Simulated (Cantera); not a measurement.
A closed system holds: 1 mol Al(CH₃)₃, 3.1 mol O₂, 5.9 mol H₂, at 1075 °C and 34.5 Torr.

Equilibrium computed with Cantera from the NASA thermochemical tables; the gas is ideal and each condensed phase is pure. Candidate condensed phases: Al, Al₂O₃, C, C₆H₆, C₇H₈, C₈H₁₈, H₂O; 121 gas species. The feed counts by its element totals alone. Equilibrium is a limit: real reactors are often held back by kinetics, nucleation or transport.

Question: What is the equilibrium state?

Answer: 
```json
{
 "x(H₂)": "0.667",
 "x(CO)": "0.207",
 "x(H₂O)": "0.110",
 "x(CO₂)": "0.0173",
 "x(H)": "8.81e-6",
 "n(Al₂O₃(s))": "0.500 mol",
 "gas_amount": "13.40 mol",
 "log10 activity of C(graphite) (absent)": "-3.47",
 "log10 activity of Al(l) (absent)": "-12.91"
}
```
